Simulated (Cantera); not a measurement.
Charge: 1 mol trisilylamine, 3 mol NH₃, at 1077 °C and 12.0 Pa.

Equilibrium computed with Cantera from the NASA thermochemical tables; the gas is ideal and each condensed phase is pure. Candidate condensed phases: Si, Si₃N₄; 18 gas species. The feed counts by its element totals alone. Mutual solubility and eutectic melting of coexisting phases are not modelled. The numbers say what is thermodynamically allowed, not how fast it happens.

Base state: H₂ 0.985, N₂ 0.0147, H 0.000216 (mole fractions); condensed: Si(s) + Si₃N₄(s).

Q: What changes in the equilibrium state with this change: pressure from 12.0 Pa to 0.110 bar?

A: 
| species | before | after |
|---|---|---|
| H₂ | 0.985 | 1.000 |
| N₂ | 0.0147 | 1.61e-5 |
| H | 0.000216 | 7.19e-6 |
| Si(s), mol | 0.202 | 0 |
| Si₃N₄(s), mol | 0.933 | 1.000 |
